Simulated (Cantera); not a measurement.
Cantera with NASA thermochemical tables; ideal gases at 1 bar, condensed phases pure. Values are per mole of reaction as written; species without (g) are pure solids or liquids, kept so even where they would boil at 1 bar.

3 H2O(g) + Cr ⇌ CrO3(g) + 3 H2(g), with ΔH° = 432.6 kJ and ΔS° = 68.3 J/K at 300 K.

**Question.** How far is the shortcut ΔG° ≈ ΔH°(300 K) − T·ΔS°(300 K) from the full temperature-dependent value at 423, 523, 623, 723, 823, 923 K?

**Answer.** 
| T (K) | shortcut (kJ) | full (kJ) | difference (kJ) | difference in log10 K |
|---|---|---|---|---|
| 423 | 403.8 | 403.3 | 0.5 | -0.06 |
| 523 | 396.9 | 395.5 | 1.5 | -0.15 |
| 623 | 390.1 | 387.1 | 3.0 | -0.25 |
| 723 | 383.3 | 378.5 | 4.8 | -0.35 |
| 823 | 376.5 | 369.5 | 7.0 | -0.44 |
| 923 | 369.6 | 360.3 | 9.4 | -0.53 |
The shortcut ignores the heat-capacity change of the reaction.
